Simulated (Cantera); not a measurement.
An isothermal, constant-pressure homogeneous reactor starts with C2H6 : N2 = 1 : 9.5 (molar parts), at 1375 K and 70.5 Torr. Integrator tolerance rtol = 1e-08.

Model: GRI-Mech 3.0 (53 species, 325 reactions), integrated in Cantera. GRI-Mech 3.0 stops at C3 and has no aromatics, soot or wall deposition, so with more carbon than oxygen in the feed, carbon stays in small species such as C2H2 where larger ones or solid carbon would form.

### Question
What does this change do: pressure from 70.5 Torr to 690 Torr?

### Answer
```json
[
 {"quantity": "x(C2H6) at 50.0 s", "before": "1.84e-6 (gas-phase equilibrium 2.26e-7)", "after": "1.74e-5 (gas-phase equilibrium 1.08e-5)"},
 {"quantity": "x(C2H2) at 50.0 s", "before": "0.0710 (gas-phase equilibrium 0.0402)", "after": "0.0605 (gas-phase equilibrium 0.0317)"},
 {"quantity": "x(C2H) at 50.0 s", "before": "1.30e-9 (gas-phase equilibrium 9.31e-10)", "after": "5.26e-10 (gas-phase equilibrium 2.64e-10)"},
 {"quantity": "x(CH3) at 50.0 s", "before": "8.66e-6 (gas-phase equilibrium 2.40e-6)", "after": "6.70e-6 (gas-phase equilibrium 5.29e-6)"},
 {"quantity": "x(CH4) at 50.0 s", "before": "0.0192 (gas-phase equilibrium 0.00419)", "after": "0.0312 (gas-phase equilibrium 0.0258)"}
]
```
